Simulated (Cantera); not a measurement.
A perfectly stirred reactor is fed with 13.4 % H₂, 8.67 % O₂, 78.0 % N₂, equivalence ratio 0.77, at 1.00 bar; it is adiabatic with a 475 K inlet, and is followed from long to short residence time, starting on the burning branch (τ in s: 0.21, 0.11, 0.055, 0.028, 0.014, 0.0072, 0.0037, 0.0019, 0.00096, 0.00049, 0.00025, 0.00013, 6.4e-05).

Cantera simulation using GRI-Mech 3.0 (53 species, 325 reactions); the numbers are that mechanism's predictions, not measurements.

x: mole fraction; the columns are a selection and need not sum to one.

```csv
τ (s),T (K),x H₂,x O₂,x NO,x NO₂,x O,x H₂O₂
0.21,1504,0.000238,0.0213,…,7.59e-9,5.55e-5,1.68e-7
0.11,1502,0.000364,0.0213,3.29e-6,5.81e-9,8.55e-5,2.26e-7
0.055,1499,0.000573,0.0213,3.10e-6,4.31e-9,0.000136,3.07e-7
0.028,1495,0.000884,0.0214,3.13e-6,3.35e-9,0.000212,4.11e-7
0.014,1488,0.00137,0.0216,…,2.78e-9,0.000331,5.51e-7
0.0072,1478,0.00206,0.0219,…,2.49e-9,0.000502,7.30e-7
0.0037,1464,0.00305,0.0223,…,2.33e-9,0.000748,9.70e-7
0.0019,1442,0.00445,0.0229,…,2.21e-9,0.00108,1.30e-6
0.00096,1409,0.00645,0.0240,7.05e-6,2.03e-9,0.00152,1.76e-6
0.00049,1365,0.00930,0.0256,7.16e-6,1.74e-9,0.00200,2.35e-6
0.00025,1302,0.0140,0.0284,…,1.28e-9,0.00237,2.99e-6
0.00013,1207,0.0251,0.0344,…,6.52e-10,0.00220,3.43e-6
6.4e-5,475,0.134,0.0867,<1e-12,<1e-12,<1e-12,<1e-12
```

Some entries are withheld; supply them.


- 0.21, x NO: 3.56e-6
- 0.014, x NO: 3.47e-6
- 0.0072, x NO: 4.12e-6
- 0.0037, x NO: 5.07e-6
- 0.0019, x NO: 6.16e-6
- 0.00025, x NO: 5.95e-6
- 0.00013, x NO: 3.13e-6
